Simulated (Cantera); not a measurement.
A Cantera script and what it prints.

```python
import numpy as np
import cantera as ct

gas_names = """
    Cu CuO Cu2 H HO2 H2 H2O H2O2 O OH O2 O3
""".split()
cond_names = """
    Cu(cr) Cu(L) CuO(s) CuO2H2(s) Cu2O(s) Cu2O(L) H2O(s) H2O(L)
""".split()


def load(file, names, dense=False):
    # The tables refer to 1 bar. Condensed volumes are neglected.
    table = {s.name: s for s in ct.Species.list_from_file(file)}
    out = []
    for n in names:
        d = dict(table[n].input_data)
        d["thermo"] = dict(d["thermo"], **{"reference-pressure": 1e5})
        if dense:
            d["equation-of-state"] = {"model": "constant-volume", "density": "1e6 g/cm^3"}
        out.append(ct.Species.from_dict(d))
    return out


gas = ct.Solution(thermo="ideal-gas", species=load("nasa_gas.yaml", gas_names))
cond = {s.name: ct.Solution(thermo="fixed-stoichiometry", species=[s], name=s.name)
        for s in load("nasa_condensed.yaml", cond_names, dense=True)}
atoms = {
    'CuO': {'Cu': 1, 'O': 1},
    'H2': {'H': 2},
    'H2O': {'H': 2, 'O': 1},
}
top_T = {'CuO(s)': 1390}  # K; cautious upper limits of use, not melting points


def equilibrate(T, P, feed):
    n = {}
    for name, mol in feed.items():
        for a, k in atoms[name].items():
            n[a] = n.get(a, 0.0) + k * mol
    gas.TPX = T, P, n
    mass = sum(n.values()) * gas.mean_molecular_weight
    gas.equilibrate("TP")
    valid = [c for c in cond.values() if c.min_temp <= T <= top_T.get(c.name, c.max_temp)]
    mix = ct.Mixture([(gas, mass / gas.mean_molecular_weight)] + [(c, 0.0) for c in valid])
    mix.T, mix.P = T, P
    mix.equilibrate("TP", solver="vcs", rtol=1e-11, max_steps=5000)
    return mix


results = []
feed = {'CuO': 1, 'H2': 1.6, 'H2O': 0.073}  # mol
P = 86000  # Pa
for T in [975, 1025, 1075, 1125, 1175, 1225, 1275, 1325, 1375, 1425, 1475, 1525]:
    mix = equilibrate(T, P, feed)
    results.append((T, P, feed, dict(zip(mix.species_names, mix.species_moles))))

top = {s: max(r[3][s] / sum(r[3][g] for g in gas_names) for r in results) for s in gas_names}
cols = sorted((s for s in top if top[s] > 1e-05), key=lambda s: -top[s])[:9]
seen = [c for c in cond_names if any(r[3].get(c, 0) > 1e-12 for r in results)]
print("log10 of partial pressures in bar; condensed amounts in mol")
print(f"{'T/K':>10s}" + "".join(f"{s[:9]:>10s}" for s in cols + seen))
for T, P, feed, n in results:
    ng = sum(n[g] for g in gas_names)
    print(f"{T:10.4g}" + "".join(f"{np.log10(max(n[s] / ng * P / 1e5, 1e-99)):10.3f}" for s in cols)
          + "".join(f"{n.get(c, 0):10.4g}" for c in seen))
```

It prints:

```
log10 of partial pressures in bar; condensed amounts in mol
       T/K       H2O        H2         H        Cu    Cu(cr)     Cu(L)
       975    -0.258    -0.511    -9.197   -11.254         1         0
      1025    -0.258    -0.511    -8.616   -10.382         1         0
      1075    -0.258    -0.511    -8.089    -9.593         1         0
      1125    -0.258    -0.511    -7.608    -8.874         1         0
      1175    -0.258    -0.511    -7.167    -8.218         1         0
      1225    -0.258    -0.511    -6.762    -7.616         1         0
      1275    -0.258    -0.511    -6.388    -7.063         1         0
      1325    -0.258    -0.511    -6.042    -6.552         1         0
      1375    -0.258    -0.511    -5.721    -6.085         0         1
      1425    -0.258    -0.511    -5.422    -5.663         0         1
      1475    -0.258    -0.511    -5.142    -5.271         0         1
      1525    -0.258    -0.511    -4.881    -4.905         0         1
```

Method: chemical equilibrium by Gibbs-energy minimisation in Cantera with the NASA 1993 tables (ideal gas, pure condensed phases).
